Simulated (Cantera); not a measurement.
# Thermodynamics of hydrogen reduction and annealing atmospheres, feed FeS₂ + H₂

Input: 1 mol FeS₂, 0.33 mol H₂, held at 1200 Torr.

Cantera equilibrium calculation (NASA polynomials, part measured and part estimated; ideal gas, pure solids and liquids). Candidate condensed phases: Fe, FeS, FeS₂, S; 8 gas species. FeS: taken at fixed stoichiometry. Gases not in the tables: S₃ to S₇. Rates play no part.

| T (K) | log p H₂S | log p S₂ | log p H₂ | log p SH | log p S₈ | log p S | log p H | n FeS(s) | n FeS₂(s) |
|---|---|---|---|---|---|---|---|---|---|
| 900 | 0.19 | -1.95 | -1.49 | -5.24 | -8.33 | -10.39 | -10.68 | 0.328 | 0.672 |
| 950 | 0.17 | -1.08 | -1.66 | -4.67 | -6.08 | -9.30 | -10.09 | 0.361 | 0.639 |
| 1000 | 0.04 | -0.31 | -1.94 | -4.21 | -4.05 | -8.31 | -9.61 | 0.620 | 0.380 |
| 1050 | -0.11 | -0.09 | -1.97 | -3.93 | -4.16 | -7.67 | -9.08 | 1.00 | 0 |
| 1100 | -0.11 | -0.09 | -1.77 | -3.66 | -5.03 | -7.18 | -8.47 | 1.00 | 0 |
| 1150 | -0.12 | -0.09 | -1.59 | -3.42 | -5.83 | -6.73 | -7.92 | 1.00 | 0 |
| 1200 | -0.13 | -0.09 | -1.43 | -3.20 | -6.55 | -6.32 | -7.42 | 1.00 | 0 |
| 1250 | -0.14 | -0.09 | -1.28 | -2.99 | -7.21 | -5.94 | -6.96 | 1.00 | 0 |
| 1300 | -0.15 | -0.08 | -1.15 | -2.81 | -7.82 | -5.59 | -6.53 | 1.00 | 0 |
| 1350 | -0.17 | -0.08 | -1.04 | -2.64 | -8.38 | -5.27 | -6.14 | 1.00 | 0 |
log p: log10 of the partial pressure in bar; n: condensed amount in mol.

From 900 K to 1000 K the condensed part is FeS(s) + FeS₂(s). From 1050 K to 1350 K the condensed part is FeS(s).
